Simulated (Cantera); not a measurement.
An adiabatic, constant-pressure homogeneous reactor starts with H2 : O2 : N2 = 1 : 0.333 : 1.25 (molar parts), equivalence ratio 1.5, at 1200 K and 2.10 bar. Integrator tolerance rtol = 1e-08.

Detailed kinetics in Cantera: GRI-Mech 3.0 (53 species, 325 reactions). The hydrogen kinetics of GRI-Mech 3.0 are dated; newer H2 mechanisms differ, most at raised pressure.

Problem. What does this change do: pressure from 2.10 bar to 2.30 bar?

Solution. 
```json
[
 {"quantity": "time of steepest temperature rise", "before": "25.5 µs", "after": "23.8 µs"},
 {"quantity": "temperature at 0.200 s", "before": "2794 K", "after": "2800 K"},
 {"quantity": "equilibrium temperature", "before": "2794 K", "after": "2800 K"},
 {"quantity": "x(H2) at 0.200 s", "before": "0.145 (gas-phase equilibrium 0.145)", "after": "0.145 (gas-phase equilibrium 0.145)"},
 {"quantity": "x(O2) at 0.200 s", "before": "0.000783 (gas-phase equilibrium 0.000783)", "after": "0.000749 (gas-phase equilibrium 0.000749)"},
 {"quantity": "x(N2O) at 0.200 s", "before": "1.25e-7 (gas-phase equilibrium 1.25e-7)", "after": "1.29e-7 (gas-phase equilibrium 1.29e-7)"},
 {"quantity": "x(H) at 0.200 s", "before": "0.0212 (gas-phase equilibrium 0.0212)", "after": "0.0207 (gas-phase equilibrium 0.0207)"},
 {"quantity": "x(H2O2) at 0.200 s", "before": "1.38e-7 (gas-phase equilibrium 1.38e-7)", "after": "1.43e-7 (gas-phase equilibrium 1.43e-7)"}
]
```

Problem. What does this change do: initial temperature 1200 to 1425 K?

Solution. 
```
quantity                                                              before                                    after
---------------------------------  -----------------------------------------  ---------------------------------------
time of steepest temperature rise                                    25.5 µs                                  8.45 µs
temperature at 0.200 s                                                2794 K                                   2888 K
equilibrium temperature                                               2794 K                                   2888 K
x(H2) at 0.200 s                         0.145 (gas-phase equilibrium 0.145)      0.146 (gas-phase equilibrium 0.146)
x(O2) at 0.200 s                   0.000783 (gas-phase equilibrium 0.000783)  0.00145 (gas-phase equilibrium 0.00145)
x(N2O) at 0.200 s                    1.25e-7 (gas-phase equilibrium 1.25e-7)  1.93e-7 (gas-phase equilibrium 1.93e-7)
x(H) at 0.200 s                        0.0212 (gas-phase equilibrium 0.0212)    0.0293 (gas-phase equilibrium 0.0293)
x(H2O2) at 0.200 s                   1.38e-7 (gas-phase equilibrium 1.38e-7)  2.12e-7 (gas-phase equilibrium 2.12e-7)
```

Problem. What does this change do: H2 1 to 1.5 parts?

Solution. 
```csv
quantity,before,after
time of steepest temperature rise,25.5 µs,28.4 µs
temperature at 0.200 s,2794 K,2631 K
equilibrium temperature,2794 K,2631 K
x(H2) at 0.200 s,0.145 (gas-phase equilibrium 0.145),0.294 (gas-phase equilibrium 0.294)
x(O2) at 0.200 s,0.000783 (gas-phase equilibrium 0.000783),3.69e-5 (gas-phase equilibrium 3.69e-5)
x(N2O) at 0.200 s,1.25e-7 (gas-phase equilibrium 1.25e-7),1.75e-8 (gas-phase equilibrium 1.75e-8)
x(H) at 0.200 s,0.0212 (gas-phase equilibrium 0.0212),0.0164 (gas-phase equilibrium 0.0164)
x(H2O2) at 0.200 s,1.38e-7 (gas-phase equilibrium 1.38e-7),1.91e-8 (gas-phase equilibrium 1.91e-8)
```
